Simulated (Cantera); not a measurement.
Input: 1 mol N2O, 5.2 mol H2, 0.18 mol O2, equilibrated at 1023.15 K and 21.0 mbar.

These are equilibrium values from Cantera (NASA tables, ideal gas, pure condensed phases), not measurements of a reactor. Candidate condensed phases: H2O; 24 gas species. Kinetics and transport are ignored.

Base state: H2 0.619, H2O 0.219, N2 0.161 (mole fractions); condensed: gas only.

### Question
What changes in the equilibrium state with this change: temperature from 1023.15 K to 1948.15 K?

### Answer
| species | before | after |
|---|---|---|
| H2 | 0.619 | 0.614 |
| H2O | 0.219 | 0.218 |
| N2 | 0.161 | 0.161 |
| H | 2.26e-8 | 0.00612 |
| OH | <1e-9 | 0.000197 |

### Question
What changes in the equilibrium state with this change: N2O replaced by CS2?

### Answer
| species | before | after |
|---|---|---|
| H2 | 0.619 | 0.592 |
| H2S | 0 | 0.332 |
| CO | 0 | 0.0627 |
| H2O | 0.219 | 0.000213 |
| N2 | 0.161 | 0 |
| CS2 | 0 | 0.0100 |
| S2 | 0 | 0.00133 |
| COS | 0 | 0.00111 |
| CH4 | 0 | 0.000551 |
| CO2 | 0 | 2.94e-5 |
| C(graphite), mol | 0 | 0.582 |
Gases not in the tables: S3 to S7. Further candidate phases: C, C6H6, C7H8, C8H18, H2SO4, S.

### Question
What changes in the equilibrium state with this change: pressure from 21.0 mbar to 200 bar?

### Answer
| species | before | after |
|---|---|---|
| H2 | 0.619 | 0.603 |
| H2O | 0.219 | 0.223 |
| N2 | 0.161 | 0.155 |
| NH3 | 2.06e-6 | 0.0185 |
The ideal-gas law is rough above about 30 bar.
